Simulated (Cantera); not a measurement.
Input: 1 mol SiC, 0.042 mol O₂, 120 mol H₂, equilibrated at 1.33 mbar.

Method: chemical equilibrium by Gibbs-energy minimisation in Cantera with the NASA 1993 tables (ideal gas, pure condensed phases). Candidate condensed phases: C, C₆H₆, C₇H₈, C₈H₁₈, H₂O, Si, SiC, SiO₂; 123 gas species. Mutual solubility and eutectic melting of coexisting phases are not modelled. The tables hold silica as quartz up to 1696 K and as liquid above; real silica turns to tridymite and cristobalite and melts near 1996 K. Kinetics and transport are ignored.

log p: log10 of the partial pressure in bar; n: condensed amount in mol.

```json
[
 {"T (°C)": "875", "log p H₂": "-2.88", "log p H": "-8.58", "log p CO": "-6.50", "log p SiO": "-7.86", "log p Si": "-14.56", "log p SiH": "[?]", "log p CH₄": "-8.47", "n SiC(s)": "0.971", "n SiO₂(β-quartz)": "0.0273"},
 {"T (°C)": "950", "log p H₂": "-2.88", "log p H": "-7.96", "log p CO": "-6.39", "log p SiO": "-6.55", "log p Si": "-12.62", "log p SiH": "[?]", "log p CH₄": "-9.21", "n SiC(s)": "0.964", "n SiO₂(β-quartz)": "0.0112"},
 {"T (°C)": "1025", "log p H₂": "-2.88", "log p H": "-7.41", "log p CO": "-6.33", "log p SiO": "-6.33", "log p Si": "-11.36", "log p SiH": "[?]", "log p CH₄": "-9.42", "n SiC(s)": "0.958", "n SiO₂(β-quartz)": "0"},
 {"T (°C)": "1100", "log p H₂": "-2.88", "log p H": "-6.92", "log p CO": "-6.33", "log p SiO": "-6.33", "log p Si": "-10.30", "log p SiH": "[?]", "log p CH₄": "-9.53", "n SiC(s)": "0.958", "n SiO₂(β-quartz)": "0"},
 {"T (°C)": "1175", "log p H₂": "-2.88", "log p H": "-6.47", "log p CO": "-6.33", "log p SiO": "-6.33", "log p Si": "-9.36", "log p SiH": "[?]", "log p CH₄": "-9.63", "n SiC(s)": "0.958", "n SiO₂(β-quartz)": "0"},
 {"T (°C)": "1250", "log p H₂": "-2.88", "log p H": "-6.07", "log p CO": "-6.33", "log p SiO": "-6.33", "log p Si": "-8.51", "log p SiH": "[?]", "log p CH₄": "-9.72", "n SiC(s)": "0.958", "n SiO₂(β-quartz)": "0"},
 {"T (°C)": "1325", "log p H₂": "-2.88", "log p H": "-5.71", "log p CO": "-6.32", "log p SiO": "-6.34", "log p Si": "-7.75", "log p SiH": "[?]", "log p CH₄": "-9.80", "n SiC(s)": "0.957", "n SiO₂(β-quartz)": "0"},
 {"T (°C)": "1400", "log p H₂": "-2.88", "log p H": "-5.38", "log p CO": "-6.29", "log p SiO": "-6.38", "log p Si": "-7.08", "log p SiH": "[?]", "log p CH₄": "-9.84", "n SiC(s)": "0.954", "n SiO₂(β-quartz)": "0"}
]
```

Q: Complete the blanks.

A: 
- 875, log p SiH: -14.67
- 950, log p SiH: -12.95
- 1025, log p SiH: -11.87
- 1100, log p SiH: -10.99
- 1175, log p SiH: -10.20
- 1250, log p SiH: -9.48
- 1325, log p SiH: -8.85
- 1400, log p SiH: -8.29
